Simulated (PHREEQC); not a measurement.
## Alkaline etch or developer: speciation

Make-up at 20 °C: 56 mmol/kgw NH3 and 0.18 mmol/kgw (CH3)4NCl. Closed to the air; pH follows from the charge balance.

Computed with PHREEQC (ion-association model, wateq4f.dat).

```json
{
  "pH": "11.15",
  "ionic_strength": "0.00119 mol/kgw",
  "total_alkalinity": "56.0 meq/kg"
}
```

```csv
species,molality,activity,log γ
NH3,0.0550,0.0550,0.000
OH-,0.00101,0.000968,-0.017
NH4+,0.00101,0.000968,-0.017
Cl-,0.000180,0.000173,-0.017
(CH3)4N+,0.000180,0.000173,-0.017
```

Precipitation was switched off in this run. (CH3)4N+ isn't in the database: it is added as a free cation with an ion size of 4 Å.
